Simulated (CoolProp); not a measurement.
Vapour pressure (MPa) of m-xylene: the reference equation beside estimates from Tc = 343.7 °C, pc = 3.535 MPa, ω = 0.326. Clausius-Clapeyron is anchored at 87.25 °C with a constant enthalpy of vaporisation of 39.21 kJ/mol.

Computed with CoolProp (reference Helmholtz-energy equation of state, Zhou 2012).

```csv
T (°C),reference,Lee-Kesler,Clausius-Clapeyron,Peng-Robinson
53.45,0.004896,0.004545,0.005129,0.004960
70.35,0.01028,0.009696,0.01044,0.01034
87.25,0.01987,…,0.01987,0.01991
104.15,0.03583,0.03479,0.03570,0.03581
120.95,0.06070,0.05962,0.06083,0.06058
137.85,0.09807,0.09723,0.09949,0.09780
154.75,0.1516,0.1514,0.1565,…
171.55,0.2252,0.2261,0.2374,0.2247
188.45,0.3243,0.3269,0.3500,0.3240
205.35,0.4540,0.4583,0.5021,0.4541
222.25,0.6196,0.6259,0.7027,0.6209
239.05,0.8261,0.8339,0.9603,0.8292
255.95,1.082,1.091,…,1.088
272.85,1.395,1.403,1.698,1.404
289.65,1.769,1.776,2.197,1.782
```

Task: What belongs in the gaps?

Result: 
- 87.25, Lee-Kesler: 0.01903
- 154.75, Peng-Robinson: 0.1512
- 255.95, Clausius-Clapeyron: 1.289

Absolute difference from the reference over all 15 rows, mean and median: Lee-Kesler 1.9 and 0.9 %, Clausius-Clapeyron 8.7 and 5.4 %, Peng-Robinson 0.4 and 0.3 %.
